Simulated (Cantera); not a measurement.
Feed: 1 mol CuO, 0.72 mol NF₃, 13 mol H₂, held at 1527 °C and 0.670 bar.

Equilibrium computed with Cantera from the NASA thermochemical tables; the gas is ideal and each condensed phase is pure. Candidate condensed phases: Cu, CuF₂, CuO, Cu(OH)₂, Cu₂O, H₂O; 45 gas species. Rates play no part.

Base state: H₂ 0.755, HF 0.149, H₂O 0.0692, N₂ 0.0249, Cu 0.000808, H 0.000380, CuF 6.36e-5 (mole fractions); condensed: Cu(l).

Problem. What changes in the equilibrium state with this change: NF₃ from 0.72 to 1.1 mol?

Solution. 
```tsv
species	before	after
H₂	0.755	0.680
HF	0.149	0.217
H₂O	0.0692	0.0657
N₂	0.0249	0.0361
Cu	0.000808	0.000808
CuF	6.36e-5	9.72e-5
H	0.000380	0.000361
Cu(l), mol	0.987	0.986
```
